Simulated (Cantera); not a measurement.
An adiabatic, constant-volume homogeneous reactor starts with 12.8 % C2H4, 17.5 % O2, 65.9 % N2, 3.85 % CO2, equivalence ratio 2.2, at 1475 K and 0.217 atm.

Cantera simulation using GRI-Mech 3.0 (53 species, 325 reactions); the numbers are that mechanism's predictions, not measurements. GRI-Mech 3.0 was tuned for natural gas; its chemistry of ethylene as a main component is partial and can be far from experiment.

One state of this run: T (K) = 2772; P (bar) = 0.512; x C2H4 = <1e-12; x O2 = 0.000341; x CO2 = 0.0212; x H2 = 0.112; x CH3 = 6.50e-12; x NO = 0.00117; x C2H2 = <1e-12. x: mole fraction; the columns are a selection and need not sum to one.

Which value of t (s) does it belong to?
A. 0.000378
B. 1.50e-5
C. 0.239
D. 3.00e-6

C, 0.239
